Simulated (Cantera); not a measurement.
# Ignition delay

Mixture: CH₄ : O₂ : N₂ : H₂O = 1 : 2.17 : 8.17 : 3.1 (molar parts), equivalence ratio 0.92, at 390000 Pa, adiabatic and at constant volume. Ignition delay is the time to a rise of 400 K.

Model: GRI-Mech 3.0 (53 species, 325 reactions), integrated in Cantera.

```tsv
T0 (K)	delay (ms)
1200	15.1
1300	4.86
1400	1.66
1500	0.581
1600	0.213
1700	0.0848
1800	0.0378
```

- apparent activation energy between 1600 and 1800 K = 210 kJ/mol
